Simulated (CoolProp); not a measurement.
Vapour pressure (MPa) of chlorine: the reference equation beside estimates from Tc = 143.7 °C, pc = 7.642 MPa, ω = 0.070. Clausius-Clapeyron is anchored at 78.95 °C with a constant enthalpy of vaporisation of 13.87 kJ/mol.

Computed with CoolProp (reference Helmholtz-energy equation of state, Thol 2021).

| T (°C) | reference | Lee-Kesler | Clausius-Clapeyron | van der Waals | Redlich-Kwong | Peng-Robinson |
|---|---|---|---|---|---|---|
| 59.65 | 1.791 | 1.770 | 2.013 | 2.902 | 1.852 | 1.770 |
| 69.25 | 2.188 | 2.159 | 2.317 | 3.306 | 2.260 | 2.162 |
| 78.95 | 2.650 | 2.611 | 2.650 | 3.749 | 2.732 | 2.619 |
| 88.55 | 3.169 | 3.122 | 3.005 | 4.221 | 3.260 | 3.136 |
| 98.25 | 3.763 | 3.709 | 3.389 | 4.735 | 3.859 | 3.730 |
| 107.85 | 4.423 | 4.366 | 3.796 | 5.279 | 4.520 | 4.394 |
| 117.55 | 5.168 | 5.115 | 4.232 | 5.866 | 5.260 | 5.147 |
| 127.15 | 5.989 | 5.950 | 4.688 | 6.485 | 6.067 | 5.981 |

Absolute difference from the reference over all 8 rows, mean and median: Lee-Kesler 1.2 and 1.3 %, Clausius-Clapeyron 10.9 and 11.2 %, van der Waals 31.8 and 29.5 %, Redlich-Kwong 2.6 and 2.7 %, Peng-Robinson 0.8 and 1.0 %.
